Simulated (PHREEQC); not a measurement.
A solution holds 0.0016 mol HCl, 0.00044 mol NiSO4 and 0.0045 mol Na2SO4 per kg of water, at 20 °C. Closed to the air; pH follows from the charge balance.

Computed with PHREEQC (ion-association model, wateq4f.dat).

Precipitation was switched off in this run.

**Question.** Order these Ni species by the share of Ni that they hold, largest first: NiSO4, NiCl+, Ni+2.

**Answer.** Ni+2 (76 %), NiSO4 (23 %), NiCl+ (0.19 %)

The pH is 2.94 and the ionic strength 0.0156 mol/kgw. Complexes and solids missing from the database can't appear.
